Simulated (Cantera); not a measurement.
A perfectly stirred reactor is fed with CH4 : H2 : O2 : N2 = 1 : 0.089 : 4.99 : 18.7 (molar parts), at 3.20 bar; it is adiabatic with a 350 K inlet, and is followed from long to short residence time, starting on the burning branch (τ in s: 0.036, 0.021, 0.012, 0.0068, 0.0039, 0.0023, 0.0013, 0.00075, 0.00043, 0.00025, 0.00014, 8.2e-05).

Cantera simulation using GRI-Mech 3.0 (53 species, 325 reactions); the numbers are that mechanism's predictions, not measurements.

**Question.** What does this change do: pressure from 3.20 bar to 6.20 bar?

**Answer.** 
```json
[
 {"quantity": "blow-out, bracketed by the residence times tried", "before": "burning at 21.0 ms, out at 12.0 ms", "after": "burning at 36.0 ms, out at 21.0 ms"},
 {"quantity": "x(CH4) at τ = 36.0 ms", "before": "0.000381", "after": "0.000610"},
 {"quantity": "x(H2) at τ = 36.0 ms", "before": "0.000134", "after": "0.000148"},
 {"quantity": "x(O2) at τ = 36.0 ms", "before": "0.121", "after": "0.122"},
 {"quantity": "x(CH2CO) at τ = 36.0 ms", "before": "3.47e-6", "after": "6.49e-6"},
 {"quantity": "x(CH3) at τ = 36.0 ms", "before": "1.27e-5", "after": "9.29e-6"},
 {"quantity": "x(CH4) at τ = 1.30 ms", "before": "0.0404", "after": "0.0404"},
 {"quantity": "x(H2) at τ = 1.30 ms", "before": "0.00359", "after": "0.00359"},
 {"quantity": "x(O2) at τ = 1.30 ms", "before": "0.201", "after": "0.201"},
 {"quantity": "x(CH2CO) at τ = 1.30 ms", "before": "<1e-12", "after": "<1e-12"},
 {"quantity": "x(CH3) at τ = 1.30 ms", "before": "<1e-12", "after": "<1e-12"}
]
```
